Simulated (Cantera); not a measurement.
A closed system holds: 1 mol Si, 4 mol HCl, a varied amount of H2, held at 100 Pa.

These are equilibrium values from Cantera (NASA tables, ideal gas, pure condensed phases), not measurements of a reactor. Candidate condensed phases: Si; 19 gas species. The tables' values for SiCl3 are old estimates. Kinetics and transport are ignored.

Stable condensed phases, one row left out:

```
T in K \ n(H2) in mol
         2.6 5.4 8.2  11  14  17  19  22  25  28  31  34  36
   1223    A   A   B   B   B   B   B   B   B   B   B   B   B
   1173    A   A   B   B   B   B   B   B   B   B   B   B   B
   1123    A   B   B   B   B   B   B   B   B   B   B   B   B
   1073    B   B   B   B   B   B   B   B   B   B   B   B   B
   1023    B   B   B   B   B   B   B   B   B   B   B   B   B
    973    B   B   B   B   B   B   B   B   B   B   B   B   B
    923    B   B   B   B   B   B   B   B   B   B   B   B   B
    823    A   A   B   B   B   B   B   B   B   B   B   B   B
    773    A   A   A   A   A   A   A   A   A   A   A   A   A
    723    A   A   A   A   A   A   A   A   A   A   A   A   A
    673    A   A   A   A   A   A   A   A   A   A   A   A   A
    623    A   A   A   A   A   A   A   A   A   A   A   A   A
```

A: gas only; B: Si.

**Question.** Give the row for 873 K.

**Answer.** 2.6: Si; 5.4: Si; 8.2: Si; 11: Si; 14: Si; 17: Si; 19: Si; 22: Si; 25: Si; 28: Si; 31: Si; 34: Si; 36: Si.
